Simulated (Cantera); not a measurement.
Ti(OiPr)4 + CH4 + H2 (titanium nitride, carbide and oxide coatings)

Charge: 1 mol Ti(OiPr)4, 3 mol CH4, 46 mol H2, held at 1025 K.

Equilibrium computed with Cantera from the NASA thermochemical tables; the gas is ideal and each condensed phase is pure. Candidate condensed phases: C, C6H6, C7H8, C8H18, H2O, Ti, TiC, TiO, TiO2, Ti2O3, Ti3O5, Ti4O7; 113 gas species. The feed counts by its element totals alone. TiC: taken at fixed stoichiometry. Condensed phases not in the tables: Magnéli phases beyond Ti4O7. Rates play no part.

| P (Pa) | x H2 | x CH4 | x CO | x H2O | x CO2 | n C(graphite) | n TiC(s) | n Ti3O5(s) | n Ti4O7(s) | n TiO2(rutile) |
|---|---|---|---|---|---|---|---|---|---|---|
| 10 | 0.943 | 6.53e-6 | 0.0571 | 1.43e-6 | 1.12e-7 | 10.00 | 1.00 | 0 | 0 | 0 |
| 63 | 0.966 | 4.32e-5 | 0.0341 | 5.51e-6 | 2.53e-7 | 12.7 | 0 | 0.333 | 0 | 0 |
| 400 | 0.967 | 0.000275 | 0.0329 | 3.38e-5 | 1.49e-6 | 12.7 | 0 | 0 | 0.250 | 0 |
| 2500 | 0.969 | 0.00172 | 0.0293 | 0.000188 | 7.37e-6 | 12.9 | 0 | 0 | 0 | 1.00 |
| 16000 | 0.959 | 0.0108 | 0.0285 | 0.00116 | 4.48e-5 | 12.4 | 0 | 0 | 0 | 1.00 |
| 100000 | 0.908 | 0.0606 | 0.0249 | 0.00601 | 0.000214 | 9.53 | 0 | 0 | 0 | 1.00 |
x: gas mole fraction; n: condensed amount in mol.

At 0.0750 Torr the condensed part is C(graphite) + TiC(s). At 0.473 Torr the condensed part is C(graphite) + Ti3O5(s). At 3.00 Torr the condensed part is C(graphite) + Ti4O7(s). From 18.8 Torr to 750 Torr the condensed part is C(graphite) + TiO2(rutile).
